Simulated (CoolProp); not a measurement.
Vapour-liquid equilibrium of ethane (1) + hydrogen sulfide (2) at 9.95 bar; x and y are mole fractions of (1).

Computed with CoolProp (multi-fluid Helmholtz-energy mixture model, Bücker 2006 and Lemmon 2006; pair parameters Kunz 2012).

Problem. Give the bubble temperature and the first vapour's composition at x = 0.275, 0.425, 0.5. Is there an azeotrope?

Solution. x = 0.275: 247.0 K, y = 0.608; x = 0.425: 244.1 K, y = 0.671; x = 0.5: 243.2 K, y = 0.696. y crosses x between x = 0.875 and 0.95: the model has an azeotrope there.

The pair parameters rest on a limited set of measurements; away from them the model extrapolates. With so large a gap from Raoult's law the liquid may split in two, which this calculation doesn't test in full.
